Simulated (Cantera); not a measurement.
Charge: 1 mol Ni, 0.5 mol NH₃, 84 mol H₂, at 0.00210 bar.

Equilibrium computed with Cantera from the NASA thermochemical tables; the gas is ideal and each condensed phase is pure. Candidate condensed phases: Ni; 10 gas species. Kinetics and transport are ignored.

Q: At 1750 °C, list the 4 most abundant gas species with their mole fractions, and the condensed phases.

A: H₂ 0.945, H 0.0403, Ni 0.0114, N₂ 0.00285. Condensed: gas only.
